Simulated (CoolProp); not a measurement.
Vapour-liquid equilibrium of R125 (1) + R152A (2) at 43.3 kPa; x and y are mole fractions of (1).

Values from CoolProp's multi-fluid Helmholtz-energy mixture model, Lemmon 2005 and Outcalt 1996; pair parameters Bell 2016.

| x | bubble temperature, mixture model (K) | bubble temperature, Raoult's law (K) | y, mixture model | y, Raoult's law |
|---|---|---|---|---|
| 0.05 | 229.4 | 229.5 | 0.148 | 0.145 |
| 0.15 | 225.9 | 226.0 | 0.362 | 0.368 |
| 0.25 | 223.2 | 223.0 | 0.513 | 0.529 |
| 0.35 | 220.8 | 220.4 | 0.628 | 0.649 |
| 0.45 | 218.7 | 218.1 | 0.721 | 0.740 |
| 0.55 | 216.7 | 216.1 | 0.798 | 0.812 |
| 0.65 | 214.8 | 214.3 | 0.862 | 0.870 |
| 0.75 | 213.1 | 212.7 | 0.914 | 0.916 |
| 0.85 | 211.4 | 211.2 | 0.955 | 0.954 |
| 0.95 | 209.9 | 209.8 | 0.987 | 0.986 |

The largest gap from Raoult's law is +0.6 K in bubble temperature, at x = 0.55. No azeotrope shows between x = 0.05 and 0.95.

Pair parameters are fitted to limited data, so mixtures are less certain than the pure fluids. The gap from Raoult's law changes sign with composition, which may be real or a fault of the pair parameters; it wasn't checked against measurements.
